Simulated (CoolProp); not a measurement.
Neopentane along the isotherm -11.55 °C: Z from the reference equation and from simpler models built on Tc = 160.6 °C, pc = 31.96 bar, ω = 0.196; each cubic takes its own stable root.

The numbers come from the reference Helmholtz-energy equation of state, Lemmon 2006 in CoolProp. It is a short technical equation, of lower accuracy than the large ones.

```tsv
p (bar)	phase	reference
4.36	liquid	0.02320
8.72	liquid	0.04636
13.1	liquid	0.06959
17.4	liquid	0.09236
21.8	liquid	0.1156
26.2	liquid	0.1388
30.5	liquid	0.1615
```

**Question.** How far does each simpler model (van der Waals, Redlich-Kwong, Soave-Redlich-Kwong, Peng-Robinson) lie from the reference over these 7 states: mean and median of the absolute difference, and the worst?

**Answer.** 
- van der Waals: mean 57.1 %, median 57.1 %, worst +58.3 % at -11.55 °C and 4.36 bar
- Redlich-Kwong: mean 7.3 %, median 7.3 %, worst +7.5 % at -11.55 °C and 4.36 bar
- Soave-Redlich-Kwong: mean 5.2 %, median 5.2 %, worst +5.3 % at -11.55 °C and 4.36 bar
- Peng-Robinson: mean 6.8 %, median 6.8 %, worst -6.9 % at -11.55 °C and 30.5 bar
